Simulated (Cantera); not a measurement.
Cantera run, input and output.

```python
import numpy as np
import cantera as ct

gas = ct.Solution("gri30.yaml")
gas.TPX = 1300, 2200, {'H2': 0.0074, 'O2': 1}
reactor = ct.IdealGasConstPressureReactor(gas, energy="off", clone=False)
net = ct.ReactorNet([reactor])
net.rtol, net.atol = 1e-08, 1e-18
show = ['H2', 'O2', 'H2O', 'OH', 'H2O2', 'O']
times = np.geomspace(8e-05, 70, 15)

steps = ct.SolutionArray(gas, extra=["t"])
rows = []
print(f"{'t/s':>10s}{'T/K':>9s}{'P/Pa':>11s}" + "".join(f"{s:>11s}" for s in show))
for t in times:
    while net.time < t:
        t_next = net.step()
        steps.append(gas.state, t=t_next)
    rows.append([np.interp(t, steps.t, y) for y in (steps.T, steps.P, *steps(*show).X.T)])
    print(f"{t:10.3e}{rows[-1][0]:9.1f}{rows[-1][1]:11.4g}" + "".join(f"{x:11.3e}" for x in rows[-1][2:]))
rate = np.gradient(steps.T, steps.t)
print("integrator steps:", len(steps.t))
if steps.T.max() > steps.T[0] + 200:
    print(f"time of steepest temperature rise: {steps.t[rate.argmax()]:.4e} s")
gas.TPX = 1300, 2200, {'H2': 0.0074, 'O2': 1}
gas.equilibrate("TP")
print(f"equilibrium (TP): T = {gas.T:.1f} K  " + "  ".join(f"{s} {gas[s].X[0]:.3e}" for s in show))
```

It prints:

```
       t/s      T/K       P/Pa         H2         O2        H2O         OH       H2O2          O
 8.000e-05   1300.0       2200  7.346e-03  9.927e-01  5.838e-10  4.083e-09  4.430e-13  4.298e-09
 2.126e-04   1300.0       2200  7.346e-03  9.927e-01  5.841e-09  1.495e-08  3.073e-12  1.690e-08
 5.649e-04   1300.0       2200  7.346e-03  9.927e-01  6.696e-08  7.615e-08  2.068e-11  9.434e-08
 1.501e-03   1300.0       2200  7.343e-03  9.927e-01  2.175e-06  1.630e-06  1.315e-10  2.107e-06
 3.988e-03   1300.0       2200  4.128e-03  9.896e-01  2.472e-03  1.304e-03  4.369e-08  2.266e-03
 1.060e-02   1300.0       2200  2.221e-05  9.859e-01  6.851e-03  7.644e-04  1.732e-08  6.254e-03
 2.816e-02   1300.0       2200  1.949e-05  9.867e-01  6.894e-03  7.202e-04  1.680e-08  5.552e-03
 7.483e-02   1300.0       2200  1.475e-05  9.881e-01  6.977e-03  6.271e-04  1.569e-08  4.161e-03
 1.988e-01   1300.0       2200  8.089e-06  9.901e-01  7.103e-03  4.652e-04  1.305e-08  2.251e-03
 5.284e-01   1300.0       2200  2.822e-06  9.917e-01  7.225e-03  2.754e-04  8.449e-09  7.753e-04
 1.404e+00   1300.0       2200  6.696e-07  9.924e-01  7.303e-03  1.346e-04  3.743e-09  1.828e-04
 3.731e+00   1300.0       2200  1.365e-07  9.926e-01  7.342e-03  6.093e-05  1.178e-09  3.723e-05
 9.914e+00   1300.0       2200  2.977e-08  9.926e-01  7.358e-03  2.851e-05  3.256e-10  8.128e-06
 2.634e+01   1300.0       2200  8.335e-09  9.926e-01  7.365e-03  1.512e-05  1.045e-10  2.282e-06
 7.000e+01   1300.0       2200  4.549e-09  9.926e-01  7.367e-03  1.118e-05  6.190e-11  1.249e-06
integrator steps: 1700
equilibrium (TP): T = 1300.0 K  H2 4.356e-09  O2 9.926e-01  H2O 7.367e-03  OH 1.094e-05  H2O2 5.971e-11  O 1.196e-06
```

Model: GRI-Mech 3.0 (53 species, 325 reactions), integrated in Cantera. Radical loss at walls, strong at low pressure, is not modelled.
